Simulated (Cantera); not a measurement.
A perfectly stirred reactor is fed with 0.861 % CH4, 96.7 % H2, 2.42 % CO2, at 0.350 bar; it is held at 2475 K, and followed from long to short residence time.

Model: GRI-Mech 3.0 (53 species, 325 reactions), integrated in Cantera.

**Question.** Predict: x(CH4) at τ = 11.0 s; x(H2) at τ = 11.0 s; x(CO2) at τ = 11.0 s; x(CH4) at τ = 0.220 s; x(H2) at τ = 0.220 s; x(CO2) at τ = 0.220 s; x(CH2CO) at τ = 0.220 s.

**Answer.** x(CH4) at τ = 11.0 s: 3.51e-7
x(H2) at τ = 11.0 s: 0.917
x(CO2) at τ = 11.0 s: 8.34e-5
x(CH4) at τ = 0.220 s: 1.76e-5
x(H2) at τ = 0.220 s: 0.917
x(CO2) at τ = 0.220 s: 8.55e-5
x(CH2CO) at τ = 0.220 s: 1.70e-9
